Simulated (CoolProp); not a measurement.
Vapour-liquid equilibrium of propane (1) + isopentane (2) at 307.7 K; x and y are mole fractions of (1).

The numbers come from the multi-fluid Helmholtz-energy mixture model, Lemmon 2009 and Lemmon 2006; pair parameters Kunz 2012 in CoolProp.

Task: Give the bubble pressure and the first vapour's composition at x = 0.125, 0.2, 0.95. Is there an azeotrope?

Result: x = 0.125: 2.725 bar, y = 0.566; x = 0.2: 3.531 bar, y = 0.682; x = 0.95: 11.43 bar, y = 0.990. No azeotrope shows between x = 0.05 and 0.95.

The pair parameters rest on a limited set of measurements; away from them the model extrapolates. The gap from Raoult's law changes sign with composition, which may be real or a fault of the pair parameters; it wasn't checked against measurements.
